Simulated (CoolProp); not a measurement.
Values from CoolProp's reference Helmholtz-energy equation of state, Lemmon 2006. It is a short technical equation, of lower accuracy than the large ones.

For n-decane, give the phase and the cp (kJ/(kg K)), Prandtl number, fugacity coefficient at 620 K and 105 bar.


- 620 K and 105 bar: supercritical; cp 3.36, Prandtl number 3.68, fugacity coefficient 0.226

Viscosity comes from a separate model (Huber 2004). Thermal conductivity comes from a separate model (Huber 2005).
